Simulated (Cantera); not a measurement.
A closed system holds: 1 mol Si, 0.11 mol H₂O, 1 mol N₂, held at 3.00 Pa.

These are equilibrium values from Cantera (NASA tables, ideal gas, pure condensed phases), not measurements of a reactor. Candidate condensed phases: H₂O, Si, SiO₂, Si₂N₂O, Si₃N₄; 35 gas species. N₂ is the only nitrogen source here; it is nearly inert below about 1500 K, so the nitride shown seldom forms there in practice. Mutual solubility and eutectic melting of coexisting phases are not modelled. The numbers say what is thermodynamically allowed, not how fast it happens. All values below are at 1275 K.

Base state: N₂ 0.771, H₂ 0.229, H 6.44e-5, SiO 1.00e-5 (mole fractions); condensed: Si₂N₂O(s) + Si₃N₄(s).

What changes in the equilibrium state with this change: H₂O from 0.11 to 0.0065 mol?


| species | before | after |
|---|---|---|
| N₂ | 0.771 | 0.981 |
| H₂ | 0.229 | 0.0190 |
| H | 6.44e-5 | 1.85e-5 |
| SiO | 1.00e-5 | 9.27e-6 |
| Si₂N₂O(s), mol | 0.110 | 0.00650 |
| Si₃N₄(s), mol | 0.260 | 0.329 |
